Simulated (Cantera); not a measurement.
Input: 1 mol SiCl4, 5.6 mol HCl, 0.39 mol H2, equilibrated at 775 K and 1.50 bar.

These are equilibrium values from Cantera (NASA tables, ideal gas, pure condensed phases), not measurements of a reactor. Candidate condensed phases: Si; 19 gas species. The numbers say what is thermodynamically allowed, not how fast it happens.

Task: What is the equilibrium state?

Result: 
* **x(HCl)**: 0.801
* **x(SiCl4)**: 0.143
* **x(H2)**: 0.0558
* **x(SiHCl3)**: 6.45e-6
* **gas amount**: 6.990 mol
* **log10 activity of Si(s) (absent)**: -14.12
